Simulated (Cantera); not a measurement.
An adiabatic, constant-volume homogeneous reactor starts with CH4 : CO : O2 : N2 : CO2 = 1 : 0.61 : 1.05 : 3.94 : 0.59 (molar parts), equivalence ratio 2.2, at 1350 K and 101000 Pa.

Detailed kinetics in Cantera: GRI-Mech 3.0 (53 species, 325 reactions).

Task: Predict: time of steepest temperature rise; temperature at 2.00 s; equilibrium temperature; x(CO) at 2.00 s; x(O2) at 2.00 s; x(NO2) at 2.00 s; x(HCO) at 2.00 s.

Result: 
| Quantity | Value |
|---|---|
| time of steepest temperature rise | 13.3 ms |
| temperature at 2.00 s | 2501 K |
| equilibrium temperature | 2501 K |
| x(CO) at 2.00 s | 0.214 (gas-phase equilibrium 0.214) |
| x(O2) at 2.00 s | 4.44e-5 (gas-phase equilibrium 4.44e-5) |
| x(NO2) at 2.00 s | 4.95e-9 (gas-phase equilibrium 4.95e-9) |
| x(HCO) at 2.00 s | 3.42e-7 (gas-phase equilibrium 3.42e-7) |
